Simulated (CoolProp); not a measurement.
Properties of methanol along the isobar 10.9 MPa (Tc = 240.2 °C, pc = 8.216 MPa, ω = 0.565).

Model: reference Helmholtz-energy equation of state, de Reuck 1993, in CoolProp.

```json
[
 {"T (°C)": "137.35", "phase": "liquid", "cv (kJ/(kg K))": "[?]", "Joule-Thomson coefficient (K/MPa)": "-0.1106", "viscosity (µPa s)": "171", "conductivity (mW/(m K))": "184"},
 {"T (°C)": "151.25", "phase": "liquid", "cv (kJ/(kg K))": "2.860", "Joule-Thomson coefficient (K/MPa)": "-0.06133", "viscosity (µPa s)": "152", "conductivity (mW/(m K))": "181"},
 {"T (°C)": "165.25", "phase": "liquid", "cv (kJ/(kg K))": "2.943", "Joule-Thomson coefficient (K/MPa)": "-0.0002551", "viscosity (µPa s)": "134", "conductivity (mW/(m K))": "178"},
 {"T (°C)": "179.25", "phase": "liquid", "cv (kJ/(kg K))": "3.025", "Joule-Thomson coefficient (K/MPa)": "0.07793", "viscosity (µPa s)": "118", "conductivity (mW/(m K))": "176"},
 {"T (°C)": "193.15", "phase": "liquid", "cv (kJ/(kg K))": "3.107", "Joule-Thomson coefficient (K/MPa)": "0.1822", "viscosity (µPa s)": "104", "conductivity (mW/(m K))": "[?]"},
 {"T (°C)": "207.15", "phase": "liquid", "cv (kJ/(kg K))": "3.193", "Joule-Thomson coefficient (K/MPa)": "[?]", "viscosity (µPa s)": "90.1", "conductivity (mW/(m K))": "170"},
 {"T (°C)": "221.15", "phase": "liquid", "cv (kJ/(kg K))": "3.288", "Joule-Thomson coefficient (K/MPa)": "0.5772", "viscosity (µPa s)": "77.4", "conductivity (mW/(m K))": "168"},
 {"T (°C)": "235.05", "phase": "liquid", "cv (kJ/(kg K))": "3.409", "Joule-Thomson coefficient (K/MPa)": "1.063", "viscosity (µPa s)": "[?]", "conductivity (mW/(m K))": "165"},
 {"T (°C)": "249.05", "phase": "supercritical", "cv (kJ/(kg K))": "3.639", "Joule-Thomson coefficient (K/MPa)": "2.336", "viscosity (µPa s)": "50.5", "conductivity (mW/(m K))": "159"},
 {"T (°C)": "263.05", "phase": "supercritical", "cv (kJ/(kg K))": "3.846", "Joule-Thomson coefficient (K/MPa)": "6.385", "viscosity (µPa s)": "30.2", "conductivity (mW/(m K))": "125"},
 {"T (°C)": "277.05", "phase": "supercritical", "cv (kJ/(kg K))": "3.475", "Joule-Thomson coefficient (K/MPa)": "6.776", "viscosity (µPa s)": "24.0", "conductivity (mW/(m K))": "92.1"},
 {"T (°C)": "290.95", "phase": "supercritical", "cv (kJ/(kg K))": "3.219", "Joule-Thomson coefficient (K/MPa)": "6.155", "viscosity (µPa s)": "22.6", "conductivity (mW/(m K))": "83.8"},
 {"T (°C)": "304.95", "phase": "supercritical", "cv (kJ/(kg K))": "3.044", "Joule-Thomson coefficient (K/MPa)": "5.719", "viscosity (µPa s)": "22.2", "conductivity (mW/(m K))": "80.9"},
 {"T (°C)": "318.95", "phase": "supercritical", "cv (kJ/(kg K))": "2.917", "Joule-Thomson coefficient (K/MPa)": "5.271", "viscosity (µPa s)": "22.2", "conductivity (mW/(m K))": "79.7"},
 {"T (°C)": "332.85", "phase": "supercritical", "cv (kJ/(kg K))": "2.822", "Joule-Thomson coefficient (K/MPa)": "4.782", "viscosity (µPa s)": "22.3", "conductivity (mW/(m K))": "79.5"},
 {"T (°C)": "346.85", "phase": "supercritical", "cv (kJ/(kg K))": "2.749", "Joule-Thomson coefficient (K/MPa)": "4.278", "viscosity (µPa s)": "22.6", "conductivity (mW/(m K))": "79.9"}
]
```

**Question.** What belongs in the gaps?

**Answer.** 
- 137.35, cv (kJ/(kg K)): 2.778
- 193.15, conductivity (mW/(m K)): 173
- 207.15, Joule-Thomson coefficient (K/MPa): 0.3332
- 235.05, viscosity (µPa s): 64.8

Viscosity comes from a separate model (Xiang 2006). Thermal conductivity comes from a separate model (Sykioti 2013).
